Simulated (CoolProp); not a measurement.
A closed Brayton cycle with carbon dioxide: compressor inlet 316.15 K and 8.6 MPa, high pressure 28.1 MPa, turbine inlet 695 K, compressor efficiency 0.85, turbine efficiency 0.9, recuperator effectiveness 0.8 (on enthalpy, no pinch check). Each further row changes one setting.

Computed with CoolProp (reference Helmholtz-energy equation of state, Span 1996).

```tsv
case	thermal efficiency (%)	net work (kJ/kg)	compressor to turbine work	compressor exit (K)	turbine exit (K)
as stated	27.5	73.0	0.41	397.9	567.0
turbine inlet 645 K	25.2	61.4	0.45	397.9	521.7
compressor inlet 326.15 K	25.3	61.3	0.51	424.2	567.0
high pressure 23.9 MPa	26.7	67.0	0.39	386.4	584.1
recuperator effectiveness 0.5	22.5	73.0	0.41	397.9	567.0
```
